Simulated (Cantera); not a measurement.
Charge: 1 mol PbO, 7.6 mol CO, 0.49 mol H₂, held at 140000 Pa.

Cantera equilibrium calculation (NASA polynomials, part measured and part estimated; ideal gas, pure solids and liquids). Candidate condensed phases: C, C₆H₆, C₇H₈, C₈H₁₈, H₂O, Pb, PbO, PbO₂, Pb₃O₄; 113 gas species. Rates play no part.

Q: Which condensed phases are stable at each of these points (T (K)): 850, 900, 950, 1000, 1050, 1100, 1150, 1200, 1250?

A: 
```tsv
T (K)	condensed phases	Pb condensed (%)
850	C(graphite) + Pb(l)	100.0
900	C(graphite) + Pb(l)	100.0
950	C(graphite) + Pb(l)	100.0
1000	C(graphite) + Pb(l)	100.0
1050	C(graphite) + Pb(l)	100.0
1100	Pb(l)	99.9
1150	Pb(l)	99.8
1200	Pb(l)	99.6
1250	Pb(l)	99.2
```

From 850 K to 1050 K the condensed part is C(graphite) + Pb(l). From 1100 K to 1250 K the condensed part is Pb(l).
